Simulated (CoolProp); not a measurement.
Computed with CoolProp (reference Helmholtz-energy equation of state, Setzmann 1991).

Question: Give the vapour pressure (kPa), vapour Z, liquid viscosity (µPa s) of saturated methane at 153.2 K.

Answer: 
```
T (K)  p (kPa)  vapour Z  liquid viscosity (µPa s)
-----  -------  --------  ------------------------
153.2     1200     0.801                      54.3
```

Viscosity comes from a separate model (Quiñones-Cisneros 2006).
